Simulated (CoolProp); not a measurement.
Vapour-liquid equilibrium of isopentane (1) + toluene (2) at 0.0384 MPa; x and y are mole fractions of (1).

The numbers come from the multi-fluid Helmholtz-energy mixture model, Lemmon 2006 and Lemmon 2006; pair parameters Bell 2016 in CoolProp.

| x | bubble temperature (°C) | y at the bubble point | dew temperature at overall composition x (°C) | liquid density (mol/L) |
|---|---|---|---|---|
| 0.05 | 62.7 | 0.485 | 78.3 | 8.933 |
| 0.15 | 40.7 | 0.816 | 75.3 | 9.089 |
| 0.25 | 28.3 | 0.909 | 72.0 | 9.145 |
| 0.35 | 20.7 | 0.946 | 68.4 | 9.150 |
| 0.45 | 15.7 | 0.963 | 64.3 | 9.126 |
| 0.55 | 12.3 | 0.973 | 59.5 | 9.085 |
| 0.65 | 9.7 | 0.980 | 53.8 | 9.032 |
| 0.75 | 7.6 | 0.986 | 46.7 | 8.975 |
| 0.85 | 5.6 | 0.991 | 36.9 | 8.916 |
| 0.95 | 3.6 | 0.997 | 19.6 | 8.860 |

No azeotrope shows between x = 0.05 and 0.95.

The pair parameters rest on a limited set of measurements; away from them the model extrapolates.
